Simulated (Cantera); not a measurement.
Silicon epitaxy and polysilicon growth: SiCl₄ + HCl + H₂

Input: 1 mol SiCl₄, 0.49 mol HCl, 15 mol H₂, held at 16.5 Torr.

Cantera equilibrium calculation (NASA polynomials, part measured and part estimated; ideal gas, pure solids and liquids). Candidate condensed phases: Si; 19 gas species. The tables' values for SiCl₃ are old estimates; treat these amounts as uncertain. Rates play no part.

From 625 °C to 850 °C nothing is condensed. At 925 °C the condensed part is Si(s). From 1000 °C to 1150 °C nothing is condensed. The main Si-bearing gas is SiCl₄ at 625 °C and SiCl₂ at 1150 °C.

| T (°C) | x H₂ | x HCl | x SiCl₄ | x SiCl₂ | x SiHCl₃ | x SiCl₃ | n Si(s) |
|---|---|---|---|---|---|---|---|
| 625 | 0.905 | 0.0341 | 0.0563 | 1.21e-5 | 0.00416 | 0.000119 | 0 |
| 700 | 0.901 | 0.0379 | 0.0527 | 0.000201 | 0.00703 | 0.000608 | 0 |
| 775 | 0.894 | 0.0452 | 0.0469 | 0.00176 | 0.00949 | 0.00212 | 0 |
| 850 | 0.880 | 0.0598 | 0.0377 | 0.00774 | 0.00950 | 0.00484 | 0 |
| 925 | 0.858 | 0.0833 | 0.0253 | 0.0190 | 0.00700 | 0.00737 | 0.00546 |
| 1000 | 0.834 | 0.107 | 0.0130 | 0.0330 | 0.00405 | 0.00810 | 0 |
| 1075 | 0.817 | 0.125 | 0.00513 | 0.0439 | 0.00190 | 0.00670 | 0 |
| 1150 | 0.808 | 0.134 | 0.00172 | 0.0502 | 0.000804 | 0.00467 | 0 |
x: gas mole fraction; n: condensed amount in mol.
